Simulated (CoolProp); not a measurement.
Properties of R236FA along the isotherm 400 K.

The numbers come from the reference Helmholtz-energy equation of state, Pan 2012 in CoolProp.

| p (MPa) | phase | Z | viscosity (µPa s) | conductivity (mW/(m K)) |
|---|---|---|---|---|
| 0.00505 | gas | 0.9995 | 14.8 | 21.8 |
| 0.00786 | gas | 0.9992 | 14.8 | 21.8 |
| 0.0122 | gas | 0.9987 | 14.8 | 21.8 |
| 0.019 | gas | 0.9980 | 14.8 | 21.8 |
| 0.0297 | gas | 0.9968 | 14.8 | 21.8 |
| 0.0462 | gas | 0.9950 | 14.8 | 21.8 |
| 0.0719 | gas | 0.9923 | 14.8 | 21.9 |
| 0.112 | gas | 0.9879 | 14.8 | 21.9 |
| 0.174 | gas | 0.9811 | 14.8 | 21.9 |
| 0.271 | gas | 0.9704 | 14.8 | 21.9 |
| 0.423 | gas | 0.9533 | 14.9 | 22.0 |
| 0.658 | gas | 0.9260 | 15.0 | 22.1 |
| 1.02 | gas | 0.8818 | 15.1 | 22.4 |
| 1.6 | gas | 0.8032 | 15.6 | 23.2 |

Viscosity comes from a separate model (Huber 2003), an estimate that may be off by 10 % or more. Thermal conductivity comes from a separate model (Huber 2003), an estimate that may be off by 10 % or more.
